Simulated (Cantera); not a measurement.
# Thermodynamics of sublimation and decomposition of ceramics, feed BN + H2

Charge: 1 mol BN, 0.58 mol H2, held at 0.00190 bar.

Method: chemical equilibrium by Gibbs-energy minimisation in Cantera with the NASA 1993 tables (ideal gas, pure condensed phases). Candidate condensed phases: B, BN; 15 gas species. Mutual solubility and eutectic melting of coexisting phases are not modelled. The tables' values for BH2 are old estimates; treat these amounts as uncertain. Kinetics and transport are ignored.

```csv
T (°C),x H2,x N2,x H,x B,x BN,x BH,x BH2,n BN(s),n B(s),n B(l)
1175,1.000,1.80e-6,0.000211,1.26e-10,<1e-12,2.05e-10,3.48e-6,1.000,0,0
1275,0.999,9.92e-6,0.000706,4.07e-9,2.81e-12,3.46e-9,1.60e-5,1.000,0,0
1375,0.998,0.000104,0.00204,5.62e-8,8.35e-11,2.69e-8,3.97e-5,1.000,0,0
1475,0.994,0.000833,0.00523,5.72e-7,1.68e-9,1.64e-7,8.83e-5,0.999,0.000917,0
1575,0.982,0.00531,0.0121,4.52e-6,2.42e-8,8.19e-7,0.000178,0.994,0.00612,0
1675,0.947,0.0279,0.0252,2.88e-5,2.65e-7,3.41e-6,0.000326,0.966,0.0335,0
1775,0.828,0.125,0.0467,0.000153,2.28e-6,1.17e-5,0.000507,0.830,0.169,0
1875,0.485,0.447,0.0666,0.000693,1.54e-5,2.90e-5,0.000500,0,0.999,0
1975,0.448,0.436,0.113,0.00274,4.85e-5,8.14e-5,0.000741,0,0.996,0
2075,0.394,0.417,0.178,0.00961,0.000136,0.000202,0.00100,0,0.987,0
2175,0.322,0.390,0.259,0.0274,0.000313,0.000403,0.00110,0,0,0.963
2275,0.233,0.350,0.343,0.0717,0.000655,0.000709,0.00104,0,0,0.894
2375,0.138,0.290,0.396,0.174,0.00124,0.00106,0.000779,0,0,0.695
2475,0.0518,0.197,0.355,0.393,0.00199,0.00120,0.000365,0,0,0
```
x: gas mole fraction; n: condensed amount in mol.

From 1175 °C to 1375 °C the condensed part is BN(s). From 1475 °C to 1775 °C the condensed part is B(s) + BN(s). From 1875 °C to 2075 °C the condensed part is B(s). From 2175 °C to 2375 °C the condensed part is B(l). At 2475 °C nothing is condensed.
